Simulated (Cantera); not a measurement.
Equilibrium for abatement and gas-phase synthesis: CS2 + H2O

Charge: 1 mol CS2, a varied amount of H2O, held at 875 °C and 0.200 bar.

These are equilibrium values from Cantera (NASA tables, ideal gas, pure condensed phases), not measurements of a reactor. Candidate condensed phases: C, C6H6, C7H8, C8H18, H2O, H2SO4, S; 123 gas species. Gases not in the tables: S3 to S7. Equilibrium is a limit: real reactors are often held back by kinetics, nucleation or transport.

At 0.19 mol H2O the condensed part is C(graphite). From 0.26 mol H2O to 2.6 mol H2O nothing is condensed. The main C-bearing gas is CS2 at 0.19 mol H2O and CO2 at 2.6 mol H2O.

| n(H2O) (mol) | x CS2 | x H2S | x CO | x H2O | x CO2 | x S2 | x H2 | x COS | n C(graphite) |
|---|---|---|---|---|---|---|---|---|---|
| 0.19 | 0.613 | 0.121 | 0.128 | 3.27e-5 | 0.000134 | 0.0923 | 0.0264 | 0.0186 | 0.0192 |
| 0.26 | 0.530 | 0.153 | 0.162 | 6.20e-5 | 0.000259 | 0.0972 | 0.0327 | 0.0240 | 0 |
| 0.34 | 0.437 | 0.188 | 0.192 | 0.000119 | 0.000525 | 0.115 | 0.0369 | 0.0310 | 0 |
| 0.46 | 0.321 | 0.230 | 0.229 | 0.000258 | 0.00120 | 0.136 | 0.0416 | 0.0402 | 0 |
| 0.61 | 0.208 | 0.273 | 0.264 | 0.000581 | 0.00282 | 0.155 | 0.0462 | 0.0496 | 0 |
| 0.81 | 0.0969 | 0.318 | 0.294 | 0.00170 | 0.00831 | 0.172 | 0.0509 | 0.0581 | 0 |
| 1.1 | 0.0161 | 0.365 | 0.280 | 0.0111 | 0.0445 | 0.169 | 0.0590 | 0.0549 | 0 |
| 1.4 | 0.00322 | 0.391 | 0.212 | 0.0409 | 0.105 | 0.140 | 0.0694 | 0.0378 | 0 |
| 1.9 | 0.000579 | 0.388 | 0.128 | 0.118 | 0.160 | 0.104 | 0.0802 | 0.0197 | 0 |
| 2.6 | 0.000127 | 0.347 | 0.0726 | 0.235 | 0.174 | 0.0772 | 0.0832 | 0.00961 | 0 |
x: gas mole fraction; n: condensed amount in mol.
